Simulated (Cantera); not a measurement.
A perfectly stirred reactor is fed with CH4 : H2O : H2 = 1 : 0.64 : 1.1 (molar parts), at 15.0 bar; it is held at 1650 K, and followed from long to short residence time.

Computed with Cantera and GRI-Mech 3.0 (53 species, 325 reactions). GRI-Mech 3.0 stops at C3 and has no aromatics, soot or wall deposition, so with more carbon than oxygen in the feed, carbon stays in small species such as C2H2 where larger ones or solid carbon would form. The pressure lies above the range GRI-Mech 3.0 was tuned for (to about 10 atm).

One state of this run: x CH4 = 0.239; x H2O = 0.210; x H2 = 0.501; x CH2 = 6.17e-9; x HCO = 1.12e-9. x: mole fraction; the columns are a selection and need not sum to one.

### Question
Which value of τ (s) does it belong to?
A. 0.19
B. 0.00058
C. 0.019
D. 0.0019

### Answer
C, 0.019
